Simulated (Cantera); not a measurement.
A diamond (100) surface in a fixed gas of H2 with x(CH4) = 0.011, x(CH3) = 0.00025, at 1150 K, 33.8 Torr; coverages are run to steady state.

Cantera simulation using the Harris–Goodwin 1993 mechanism for the reconstructed diamond (100) surface; the numbers are that mechanism's predictions, not measurements.

θ: site fractions in the mechanism's names (c6HH fully hydrogenated, c6H* and c6*H radical sites, c6** diradical, c6HM methylated).

```
x(H)     growth (µm/h)  θ c6HH  θ c6H*  θ c6*H   θ c6**   θ c6HM
-------  -------------  ------  ------  ------  -------  -------
0.0001             [?]   0.597  0.0252   0.357  0.00468  0.00718
0.0002             [?]   0.541  0.0285   0.404  0.00845  0.00865
0.00041            [?]   0.505  0.0305   0.432   0.0130  0.00975
0.00084            [?]   0.486  0.0316   0.447   0.0172   0.0101
0.0017             [?]   0.476  0.0321   0.455   0.0202  0.00957
0.0035             [?]   0.472  0.0325   0.460   0.0221  0.00801
0.0071             [?]   0.471  0.0328   0.464   0.0232  0.00589
0.014              [?]   0.471  0.0330   0.466   0.0238  0.00388
0.029              [?]   0.471  0.0333   0.468   0.0242  0.00222
```

Complete the blanks.


- 0.0001, growth (µm/h): 0.200
- 0.0002, growth (µm/h): 0.423
- 0.00041, growth (µm/h): 0.830
- 0.00084, growth (µm/h): 1.52
- 0.0017, growth (µm/h): 2.60
- 0.0035, growth (µm/h): 4.17
- 0.0071, growth (µm/h): 5.99
- 0.014, growth (µm/h): 7.62
- 0.029, growth (µm/h): 8.93
